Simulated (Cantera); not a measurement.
Input (Python, Cantera):

```python
import numpy as np
import cantera as ct

gas = ct.Solution("gri30.yaml")
gas.TPX = 350, 1000000, {'CH4': 1, 'CO': 0.055, 'O2': 1.2, 'N2': 7.02}
flame = ct.FreeFlame(gas, width=0.008)
flame.set_refine_criteria(ratio=3, slope=0.08, curve=0.16)
flame.transport_model = "mixture-averaged"
flame.solve(loglevel=0, auto=True)
z, T = flame.grid, flame.T
thick = (T[-1] - T[0]) / np.gradient(T, z).max()
show = ['CH4', 'CO', 'O2', 'NO2', 'C2H2', 'H2O2']
print(f"laminar burning velocity  {flame.velocity[0] * 100:.3f} cm/s")
print(f"burnt temperature         {T[-1]:.1f} K")
print(f"thermal thickness         {thick * 1e3:.4f} mm")
print(f"grid points               {len(z)}")
z0 = z[flame.heat_release_rate.argmax()]
print(f"{'z/mm':>9s}{'T/K':>9s}{'u/(m/s)':>9s}" + "".join(f"{s:>11s}" for s in show))
rows = []
for k in (-3, -2, -1.5, -1, -0.5, -0.25, 0, 0.25, 0.5, 1, 2, 4, 8):
    zz = z0 + k * thick
    rows.append([k * thick, np.interp(zz, z, T), np.interp(zz, z, flame.velocity),
                 *(np.interp(zz, z, flame.X[gas.species_index(s)]) for s in show)])
    print(f"{rows[-1][0] * 1e3:9.3f}{rows[-1][1]:9.1f}{rows[-1][2]:9.3f}" + "".join(f"{x:11.3e}" for x in rows[-1][3:]))
```

Result:

```
laminar burning velocity  1.918 cm/s
burnt temperature         1577.4 K
thermal thickness         0.7160 mm
grid points               97
     z/mm      T/K  u/(m/s)        CH4         CO         O2        NO2       C2H2       H2O2
   -2.148    350.7    0.019  1.075e-01  5.930e-03  1.291e-01  7.271e-13  4.045e-08  7.543e-08
   -1.432    357.4    0.020  1.067e-01  6.040e-03  1.283e-01  1.068e-11  6.382e-07  8.651e-07
   -1.074    379.4    0.021  1.048e-01  6.499e-03  1.265e-01  5.587e-11  3.516e-06  3.788e-06
   -0.716    472.9    0.026  9.815e-02  8.833e-03  1.190e-01  3.257e-10  2.176e-05  1.813e-05
   -0.358    764.5    0.043  7.817e-02  1.793e-02  9.301e-02  1.553e-09  1.124e-04  7.116e-05
   -0.179   1024.7    0.058  5.969e-02  2.768e-02  6.639e-02  2.491e-09  2.264e-04  1.033e-04
    0.000   1311.9    0.075  3.822e-02  4.010e-02  3.445e-02  1.041e-09  4.607e-04  9.717e-06
    0.179   1479.7    0.085  2.547e-02  4.757e-02  1.484e-02  2.461e-10  1.144e-03  6.518e-07
    0.358   1548.6    0.089  2.031e-02  4.999e-02  6.491e-03  8.587e-11  2.138e-03  1.709e-07
    0.716   1585.2    0.091  1.731e-02  5.016e-02  1.828e-03  2.106e-11  3.370e-03  2.882e-08
    1.432   1594.0    0.092  1.562e-02  4.888e-02  3.424e-04  2.978e-12  4.168e-03  3.720e-09
    2.864   1590.4    0.091  1.395e-02  4.725e-02  2.706e-05  1.448e-13  4.798e-03  2.702e-10
    5.728   1582.2    0.091  1.208e-02  4.614e-02  1.035e-06  2.995e-15  5.364e-03  1.125e-11
```

Detailed kinetics in Cantera: GRI-Mech 3.0 (53 species, 325 reactions). Burning velocities carry a grid error of a few per cent, more on coarse grids.
